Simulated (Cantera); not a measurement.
Charge: 1 mol CH₃SiCl₃, 1.2 mol C₂H₄, 41 mol H₂, equilibrated at 2450 K and 100 Torr.

Method: chemical equilibrium by Gibbs-energy minimisation in Cantera with the NASA 1993 tables (ideal gas, pure condensed phases). The feed counts by its element totals alone. The tables' values for SiCl are old estimates; treat these amounts as uncertain. Gases not in the tables: Si₂H₆ and higher silanes. Equilibrium is a limit: real reactors are often held back by kinetics, nucleation or transport.

| species | before | after |
|---|---|---|
| H₂ | 0.872 | 0.935 |
| HCl | 0.0570 | 0.0641 |
| H | 0.0514 | 0.000492 |
| C₂H₂ (acetylene) | 0.00761 | 8.61e-5 |
| SiCl₂ | 0.00122 | 0.000255 |
| SiC₂ | 0.00116 | 1.18e-9 |
| Si₂C | 0.000648 | <1e-9 |
| Si | 0.00517 | 1.28e-7 |
| C₂H | 2.89e-5 | <1e-9 |
| Si₂ | 2.72e-5 | <1e-9 |
| C₄H₂ | 2.74e-5 | 3.11e-9 |
| C(graphite), mol | 2.00 | 2.40 |
| SiC(s), mol | 0.513 | 0.988 |
Gas species are given as mole fractions.

What was changed between the two runs?
(A) temperature from 2450 K to 2123 K
(B) temperature from 2450 K to 1725 K
(C) H₂ from 41 to 5 mol
(D) H₂ from 41 to 2.8 mol

B, temperature from 2450 K to 1725 K
